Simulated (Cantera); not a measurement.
Feed: 1 mol Pb, 0.034 mol CO, 68 mol H2, equilibrated at 898 K and 0.00200 bar.

Method: chemical equilibrium by Gibbs-energy minimisation in Cantera with the NASA 1993 tables (ideal gas, pure condensed phases). Candidate condensed phases: C, C6H6, C7H8, C8H18, H2O, Pb, PbO, PbO2, Pb3O4; 113 gas species. Equilibrium is a limit: real reactors are often held back by kinetics, nucleation or transport.

### Question
What is the equilibrium state?

### Answer
| Quantity | Value |
|---|---|
| x(H2) | 0.999 |
| x(Pb) | 0.000648 |
| x(CO) | 0.000461 |
| x(CH4) | 3.86e-5 |
| x(H2O) | 3.85e-5 |
| n(Pb(l)) | 0.956 mol |
| gas amount | 68.07 mol |
| log10 activity of C(graphite) (absent) | -1.22 |
| log10 activity of PbO2(s) (absent) | -26.18 |
